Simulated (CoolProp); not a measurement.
Saturation properties of n-dodecane.

Values from CoolProp's reference Helmholtz-energy equation of state, Lemmon 2004. It is a short technical equation, of lower accuracy than the large ones.

```tsv
T (K)	p (bar)	vapour density (kg/m³)	liquid cp (kJ/(kg K))	liquid viscosity (µPa s)
472.2	0.6599	3.023	2.891	221
492.7	1.094	4.926	2.978	190
513.3	1.731	7.728	3.068	162
533.8	2.622	11.73	3.160	139
554.4	3.839	17.44	3.261	117
574.9	5.445	25.53	3.373	97.7
595.4	7.528	37.22	3.511	80.0
616	10.21	55.00	3.711	63.3
```

It boils at 489.4 K under 1 atm.

Viscosity comes from a separate model (Huber 2004).
